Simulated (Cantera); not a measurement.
A closed system holds: 1 mol SiCl4, 0.013 mol CH4, 13 mol H2, at 0.120 bar.

These are equilibrium values from Cantera (NASA tables, ideal gas, pure condensed phases), not measurements of a reactor. Candidate condensed phases: C, C6H6, C7H8, C8H18, Si, SiC; 109 gas species. The tables' values for SiCl3 are old estimates; treat these amounts as uncertain. Rates play no part. All values below are at 1450 K.

Base state: H2 0.817, HCl 0.117, SiCl2 0.0510, SiCl3 0.00793, SiCl4 0.00451, SiHCl3 0.00272, SiH2Cl2 0.000254, H 2.47e-5 (mole fractions); condensed: SiC(s).

Task: What changes in the equilibrium state with this change: H2 from 13 to 230 mol?

Result: 
```tsv
species	before	after
H2	0.817	0.984
HCl	0.117	0.0156
SiCl2	0.0510	0.000766
SiCl4	0.00451	1.01e-6
SiCl3	0.00793	1.45e-5
SiHCl3	0.00272	5.47e-6
SiC(s), mol	0.0130	0.0125
Si(s), mol	0	0.803
```
Mutual solubility and eutectic melting of coexisting phases are not modelled.
